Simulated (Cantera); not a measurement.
**Equilibrium for silicon carbide growth: SiCl4 + C2H2 + H2**

A closed system holds: 1 mol SiCl4, 0.38 mol C2H2, 390 mol H2, held at 0.470 bar.

Method: chemical equilibrium by Gibbs-energy minimisation in Cantera with the NASA 1993 tables (ideal gas, pure condensed phases). Candidate condensed phases: C, C6H6, C7H8, C8H18, Si, SiC; 109 gas species. Mutual solubility and eutectic melting of coexisting phases are not modelled. The tables' values for SiCl are old estimates; treat these amounts as uncertain. Gases not in the tables: Si2H6 and higher silanes. Rates play no part.

```csv
T (K),x H2,x H,x HCl,x Si,x C2H2 (acetylene),n Si(s),n SiC(s),n Si(l)
1525,0.990,3.43e-5,0.00956,4.02e-8,7.70e-10,0.119,0.757,0
1625,0.990,0.000102,0.00953,3.47e-7,4.61e-9,0.111,0.757,0
1725,0.990,0.000270,0.00955,2.16e-6,2.58e-8,0,0.757,0.108
1825,0.989,0.000639,0.00962,9.68e-6,1.54e-7,0,0.756,0.110
1925,0.989,0.00139,0.00967,3.70e-5,7.65e-7,0,0.755,0.0926
2025,0.987,0.00279,0.00969,0.000124,3.22e-6,0,0.751,0.0306
2125,0.984,0.00525,0.00981,0.000257,2.45e-5,0,0.728,0
2225,0.980,0.00935,0.00985,0.000490,0.000159,0,0.607,0
2325,0.972,0.0158,0.00978,0.00109,0.000576,0,0.233,0
2425,0.961,0.0256,0.00971,0.00162,0.000848,0,0,0
```
x: gas mole fraction; n: condensed amount in mol.

From 1525 K to 1625 K the condensed part is Si(s) + SiC(s). From 1725 K to 2025 K the condensed part is Si(l) + SiC(s). From 2125 K to 2325 K the condensed part is SiC(s). At 2425 K nothing is condensed. The main Si-bearing gas is SiCl2 at 1525 K and Si at 2425 K. The share of Si in condensed phases is highest at 1525 K (87.5 %) and lowest at 2425 K (0.0 %).
